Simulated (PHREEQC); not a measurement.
Dissolve 0.021 mol/kgw K2CO3, 0.0086 mol/kgw (CH3)4NCl and 4e-05 mol/kgw HF at 20 °C. Closed to the air; pH follows from the charge balance.

Equilibrium calculation in PHREEQC: ion-association model, phreeqc.dat.

```csv
quantity,before,after
pH,11.22,12.01
ionic strength (mol/kgw),0.0701,0.0713
```

Q: What was changed between the two runs?
A. 0.0057 mol/kgw NaBr added
B. K2CO3 from 0.021 to 0.0105 mol/kgw
C. HF from 4e-05 to 8e-06 mol/kgw
D. K2CO3 left out
E. (CH3)4NCl replaced by TMAH at the same molality

A: E, (CH3)4NCl replaced by TMAH at the same molality

Precipitation was switched off in this run. (CH3)4N+ isn't in the database: it is added as a free cation with an ion size of 4 Å.
